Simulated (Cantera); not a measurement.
Charge: 1 mol CF₄, 0.027 mol HCl, 3.9 mol H₂, at 0.133 bar.

Method: chemical equilibrium by Gibbs-energy minimisation in Cantera with the NASA 1993 tables (ideal gas, pure condensed phases). Candidate condensed phases: C, C₆H₆, C₇H₈, C₈H₁₈; 118 gas species. Kinetics and transport are ignored. All values below are at 1177 °C.

Base state: HF 0.675, H₂ 0.320, HCl 0.00456, CH₄ 4.52e-5, H 1.47e-5 (mole fractions); condensed: C(graphite).

Q: What changes in the equilibrium state with this change: H₂ from 3.9 to 0.34 mol?

A: 
```json
[
 {"species": "CF₄", "before": "<1e-9", "after": "0.536"},
 {"species": "HF", "before": "0.675", "after": "0.448"},
 {"species": "HCl", "before": "0.00456", "after": "0.0108"},
 {"species": "H₂", "before": "0.320", "after": "4.74e-9"},
 {"species": "CClF₃", "before": "<1e-9", "after": "0.00160"},
 {"species": "Cl₂", "before": "<1e-9", "after": "0.000866"},
 {"species": "CH₄", "before": "4.52e-5", "after": "<1e-9"},
 {"species": "CF₂", "before": "<1e-9", "after": "3.95e-5"},
 {"species": "C(graphite), mol", "before": "1.000", "after": "0.172"}
]
```
Gases not in the tables: C₂F₆ and larger saturated fluorocarbons.
